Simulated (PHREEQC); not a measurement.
Dissolve 0.12 mol Cu(BF4)2, 8.4e-05 mol H2SO4 and 0.0008 mol Na2SO4 per kg of water at 25 °C. Closed to the air; pH follows from the charge balance.

The numbers come from PHREEQC with the ion-association model, wateq4f.dat.

This is a speciation only: nothing precipitates in the calculation.

**Question.** Predict the pH.

**Answer.** pH 2.50.

**Question.** In which forms is Cu present?

**Answer.** Cu+2 98 %, CuF+ 1.4 % of the Cu.

Real BF4- forms and hydrolyses slowly; the run takes it at equilibrium.
